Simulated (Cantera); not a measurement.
A closed system holds: 1 mol CH3Cl, equilibrated at 9.00 Torr.

Equilibrium computed with Cantera from the NASA thermochemical tables; the gas is ideal and each condensed phase is pure. Candidate condensed phases: C, C6H6, C7H8, C8H18; 103 gas species. Ions and electrons are included (thermal ionisation). The tables' values for CCl are old estimates; treat these amounts as uncertain. Rates play no part.

log p: log10 of the partial pressure in bar; n: condensed amount in mol.

```json
[
 {"T (K)": "2000", "log p H": "-3.90", "log p H2": "-2.23", "log p HCl": "-2.23", "log p Cl": "-4.04", "log p C": "-10.52", "log p C3": "-10.56", "log p C2": "-11.63", "n C(graphite)": "0.998"},
 {"T (K)": "2500", "log p H": "-2.75", "log p H2": "-2.31", "log p HCl": "-2.37", "log p Cl": "-2.97", "log p C": "-6.78", "log p C3": "-6.30", "log p C2": "-7.34", "n C(graphite)": "0.979"},
 {"T (K)": "3000", "log p H": "-2.20", "log p H2": "-2.80", "log p HCl": "-3.02", "log p Cl": "-2.59", "log p C": "-4.30", "log p C3": "-3.51", "log p C2": "-4.50", "n C(graphite)": "0.599"},
 {"T (K)": "3500", "log p H": "-2.12", "log p H2": "…", "log p HCl": "…", "log p Cl": "-2.58", "log p C": "…", "log p C3": "…", "log p C2": "…", "n C(graphite)": "0"},
 {"T (K)": "4000", "log p H": "-2.14", "log p H2": "-4.68", "log p HCl": "-4.97", "log p Cl": "-2.61", "log p C": "-2.68", "log p C3": "-4.49", "log p C2": "-3.93", "n C(graphite)": "0"},
 {"T (K)": "4500", "log p H": "-2.14", "log p H2": "…", "log p HCl": "…", "log p Cl": "-2.62", "log p C": "-2.63", "log p C3": "…", "log p C2": "…", "n C(graphite)": "0"},
 {"T (K)": "5000", "log p H": "-2.14", "log p H2": "-5.90", "log p HCl": "-6.18", "log p Cl": "-2.62", "log p C": "-2.62", "log p C3": "-7.83", "log p C2": "-5.42", "n C(graphite)": "0"}
]
```

Complete the blanks.


- 4500, log p H2: -5.36
- 4500, log p HCl: -5.65
- 4500, log p C3: -6.28
- 4500, log p C2: -4.72
- 3500, log p H2: -3.78
- 3500, log p HCl: -4.06
- 3500, log p C: -3.12
- 3500, log p C3: -3.32
- 3500, log p C2: -3.68
